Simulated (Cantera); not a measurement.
Cantera run:

```python
import numpy as np
import cantera as ct

gas_names = """
    H HNO HNO2 HNO3 HO2 H2 H2O H2O2 N NH NH2 NH3 NH2OH NO NO2 NO3 N2 N2H2 N2H4 N2O O OH O2 O3 Zr ZrN ZrO
    ZrO2
""".split()
cond_names = """
    H2O(s) H2O(L) Zr(a) Zr(b) Zr(L) ZrN(s) ZrN(L) ZrO2(a) ZrO2(b) ZrO2(L)
""".split()


# ... load() reads the species with a 1 bar reference pressure and builds the phases ...
atoms = {
    'Zr': {'Zr': 1},
    'H2O': {'H': 2, 'O': 1},
    'N2': {'N': 2},
}
top_T = {}  # K; cautious upper limits of use, not melting points


# ... equilibrate(T, P, feed) seeds the gas with the atoms and calls Mixture.equilibrate('TP', solver="vcs", rtol=1e-11, max_steps=5000) ...
results = []
feed = {'Zr': 1, 'H2O': 2.3, 'N2': 52}  # mol
P = 65  # Pa
for T in [1748, 1798, 1848, 1898, 1948, 1998, 2048, 2098, 2148, 2198, 2248, 2298, 2348]:
    mix = equilibrate(T, P, feed)
    results.append((T, P, feed, dict(zip(mix.species_names, mix.species_moles))))
    x = sorted(zip(gas.X, gas.species_names), reverse=True)
    print(f"T = {T:g} K  P = {P:g} Pa  gas = {mix.phase_moles(0):.4g} mol")
    print("   x: " + "  ".join(f"{s} {v:.3e}" for v, s in x if v > 0.0001))
    print("   condensed (mol): " + ("  ".join(f"{mix.phase(i).name} {mix.phase_moles(i):.4g}"
          for i in range(1, mix.n_phases) if mix.phase_moles(i) > 1e-12) or "none"))
```

Result:

```
T = 1748 K  P = 65 Pa  gas = 54.35 mol
   x: N2 9.568e-01  H2 3.596e-02  H2O 5.503e-03  H 1.699e-03
   condensed (mol): ZrO2(b) 1
T = 1798 K  P = 65 Pa  gas = 54.37 mol
   x: N2 9.564e-01  H2 3.550e-02  H2O 5.486e-03  H 2.602e-03
   condensed (mol): ZrO2(b) 1
T = 1848 K  P = 65 Pa  gas = 54.41 mol
   x: N2 9.558e-01  H2 3.485e-02  H2O 5.459e-03  H 3.882e-03
   condensed (mol): ZrO2(b) 1
T = 1898 K  P = 65 Pa  gas = 54.46 mol
   x: N2 9.549e-01  H2 3.396e-02  H 5.650e-03  H2O 5.414e-03
   condensed (mol): ZrO2(b) 1
T = 1948 K  P = 65 Pa  gas = 54.52 mol
   x: N2 9.537e-01  H2 3.277e-02  H 8.024e-03  H2O 5.340e-03  OH 1.183e-04
   condensed (mol): ZrO2(b) 1
T = 1998 K  P = 65 Pa  gas = 54.61 mol
   x: N2 9.521e-01  H2 3.124e-02  H 1.112e-02  H2O 5.219e-03  OH 1.849e-04
   condensed (mol): ZrO2(b) 1
T = 2048 K  P = 65 Pa  gas = 54.73 mol
   x: N2 9.501e-01  H2 2.934e-02  H 1.504e-02  H2O 5.024e-03  OH 2.806e-04  O 1.039e-04
   condensed (mol): ZrO2(b) 1
T = 2098 K  P = 65 Pa  gas = 54.87 mol
   x: N2 9.476e-01  H2 2.707e-02  H 1.986e-02  H2O 4.715e-03  OH 4.105e-04  O 2.148e-04
   condensed (mol): ZrO2(b) 1
T = 2148 K  P = 65 Pa  gas = 55.05 mol
   x: N2 9.445e-01  H 2.557e-02  H2 2.446e-02  H2O 4.247e-03  OH 5.714e-04  O 4.211e-04  NO 1.488e-04
   condensed (mol): ZrO2(b) 0.9999
T = 2198 K  P = 65 Pa  gas = 55.26 mol
   x: N2 9.409e-01  H 3.211e-02  H2 2.161e-02  H2O 3.590e-03  O 7.689e-04  OH 7.422e-04  NO 2.201e-04
   condensed (mol): ZrO2(b) 0.9998
T = 2248 K  P = 65 Pa  gas = 55.5 mol
   x: N2 9.368e-01  H 3.928e-02  H2 1.858e-02  H2O 2.780e-03  O 1.284e-03  OH 8.803e-04  NO 3.002e-04
   condensed (mol): ZrO2(b) 0.9995
T = 2298 K  P = 65 Pa  gas = 55.75 mol
   x: N2 9.325e-01  H 4.674e-02  H2 1.548e-02  O 1.935e-03  H2O 1.934e-03  OH 9.384e-04  NO 3.727e-04  O2 1.010e-04
   condensed (mol): ZrO2(b) 0.9988
T = 2348 K  P = 65 Pa  gas = 56.01 mol
   x: N2 9.283e-01  H 5.399e-02  H2 1.243e-02  O 2.632e-03  H2O 1.199e-03  OH 8.958e-04  NO 4.211e-04  O2 1.056e-04
   condensed (mol): ZrO2(b) 0.9971
```

Method: chemical equilibrium by Gibbs-energy minimisation in Cantera with the NASA 1993 tables (ideal gas, pure condensed phases).
